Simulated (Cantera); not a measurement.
**Hydrogen reduction and annealing atmospheres: PbS + H2**

Charge: 1 mol PbS, a varied amount of H2, held at 1973 K and 0.100 bar.

These are equilibrium values from Cantera (NASA tables, ideal gas, pure condensed phases), not measurements of a reactor. Candidate condensed phases: Pb, PbS, S; 10 gas species. Rates play no part.

| n(H2) (mol) | log p H2 | log p Pb | log p PbS | log p H2S | log p S2 |
|---|---|---|---|---|---|
| 9.1 | -1.07 | -2.25 | -2.39 | -2.69 | -2.86 |
| 11 | -1.06 | -2.30 | -2.49 | -2.72 | -2.94 |
| 14 | -1.05 | -2.38 | -2.62 | -2.77 | -3.05 |
| 18 | -1.04 | -2.46 | -2.76 | -2.82 | -3.17 |
| 22 | -1.03 | -2.53 | -2.88 | -2.86 | -3.27 |
| 28 | -1.03 | -2.61 | -3.02 | -2.92 | -3.40 |
| 35 | -1.02 | -2.68 | -3.16 | -2.98 | -3.52 |
| 44 | -1.02 | -2.77 | -3.31 | -3.04 | -3.65 |
| 55 | -1.02 | -2.85 | -3.45 | -3.10 | -3.78 |
| 69 | -1.01 | -2.93 | -3.61 | -3.17 | -3.92 |
| 86 | -1.01 | -3.01 | -3.76 | -3.24 | -4.06 |
log p: log10 of the partial pressure in bar; nothing condenses.

From 9.1 mol H2 to 86 mol H2 nothing is condensed. The main Pb-bearing gas is Pb throughout.
